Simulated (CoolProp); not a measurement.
Values from CoolProp's reference Helmholtz-energy equation of state, Fiedler 2023.

For tetrahydrofuran, give the phase and the Z, cp (kJ/(kg K)), cv (kJ/(kg K)), Joule-Thomson coefficient (K/MPa) at 375.2 K and 2210 kPa; 375.2 K and 22100 kPa; 375.2 K and 24300 kPa.


- 375.2 K and 2210 kPa: liquid; Z 0.0642, cp 2.03, cv 1.46, Joule-Thomson coefficient -0.260
- 375.2 K and 22100 kPa: liquid; Z 0.621, cp 1.98, cv 1.47, Joule-Thomson coefficient -0.325
- 375.2 K and 24300 kPa: liquid; Z 0.681, cp 1.98, cv 1.47, Joule-Thomson coefficient -0.330
